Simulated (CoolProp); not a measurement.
Hydrogen chloride along the isobar 9.83 MPa: Z from the reference equation and from simpler models built on Tc = 324.7 K, pc = 8.314 MPa, ω = 0.130; each cubic takes its own stable root.

Model: reference Helmholtz-energy equation of state, Thol 2018, in CoolProp.

| T (K) | phase | reference |
|---|---|---|
| 188.5 | liquid | 0.1911 |
| 212.8 | liquid | 0.1781 |
| 237.1 | liquid | 0.1694 |
| 261.5 | liquid | 0.1648 |
| 285.8 | liquid | 0.1652 |
| 310.2 | liquid | 0.1753 |
| 334.5 | supercritical | 0.3311 |
| 358.9 | supercritical | 0.6194 |
| 383.2 | supercritical | 0.7211 |
| 407.6 | supercritical | 0.7838 |
| 431.9 | supercritical | 0.8273 |

### Question
How far does each simpler model (van der Waals, Soave-Redlich-Kwong, Peng-Robinson) lie from the reference over these 11 states: mean and median of the absolute difference, and the worst?

### Answer
- van der Waals: mean 36.2 %, median 60.2 %, worst +66.9 % at 188.5 K and 9.83 MPa
- Soave-Redlich-Kwong: mean 11.8 %, median 13.6 %, worst +23.7 % at 310.2 K and 9.83 MPa
- Peng-Robinson: mean 2.9 %, median 0.7 %, worst +10.4 % at 310.2 K and 9.83 MPa
